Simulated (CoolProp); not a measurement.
Properties of methane along the isobar 5.31 MPa.

Computed with CoolProp (reference Helmholtz-energy equation of state, Setzmann 1991).

```tsv
T (K)	phase	cp (kJ/(kg K))	cv (kJ/(kg K))	expansivity (1/kK)	viscosity (µPa s)	fugacity coefficient
127.5	liquid	3.532	2.003	3.723	90.4	0.06642
138.9	liquid	3.645	?	?	74.2	0.1204
150.3	liquid	3.814	?	4.985	61.5	?
161.7	liquid	4.089	1.899	6.201	50.9	0.2918
173.1	liquid	4.614	1.888	8.544	41.4	0.4052
184.5	liquid	6.068	1.921	15.39	31.7	0.5296
195.9	supercritical	33.38	2.388	177.4	?	?
207.3	supercritical	5.460	1.900	22.71	10.9	?
218.7	supercritical	3.913	1.802	13.65	10.6	0.7583
230.1	supercritical	3.341	1.757	?	10.6	0.7943
241.5	supercritical	3.044	1.734	8.263	10.8	0.8238
```

Fill in the missing entries.


- 138.9, cv (kJ/(kg K)): 1.961
- 138.9, expansivity (1/kK): 4.235
- 150.3, cv (kJ/(kg K)): 1.925
- 150.3, fugacity coefficient: 0.1957
- 195.9, viscosity (µPa s): 15.0
- 195.9, fugacity coefficient: 0.6482
- 207.3, fugacity coefficient: 0.7127
- 230.1, expansivity (1/kK): 10.17

The peak of cp marks the crossing from liquid-like to gas-like fluid above the critical point.

Viscosity comes from a separate model (Quiñones-Cisneros 2006).
